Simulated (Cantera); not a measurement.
Input: 1 mol Al, 7.6 mol N2, 18 mol H2, at 1250 K and 13300 Pa.

These are equilibrium values from Cantera (NASA tables, ideal gas, pure condensed phases), not measurements of a reactor. Candidate condensed phases: Al, AlN; 13 gas species. The numbers say what is thermodynamically allowed, not how fast it happens.

What is the equilibrium state?


```json
{
 "x(H2)": "0.717",
 "x(N2)": "0.283",
 "x(NH3)": "6.57e-6",
 "x(H)": "1.12e-6",
 "n(AlN(s))": "1.00 mol",
 "gas_amount": "25.10 mol",
 "log10 activity of Al(l) (absent)": "-6.91"
}
```
